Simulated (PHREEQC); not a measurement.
Consider water at 25 °C with 0.0021 mol/kgw Li2CO3 and 3.3e-05 mol/kgw KCl. Closed to the air; pH follows from the charge balance.

Computed with PHREEQC (ion-association model, phreeqc.dat).

No solid was allowed to form.

### Question
Estimate the pH, specific conductance.

### Answer
pH 10.69; specific conductance 482 µS/cm.

### Question
In which forms is C present?

### Answer
CO3-2 74 %, HCO3- 26 % of the C.
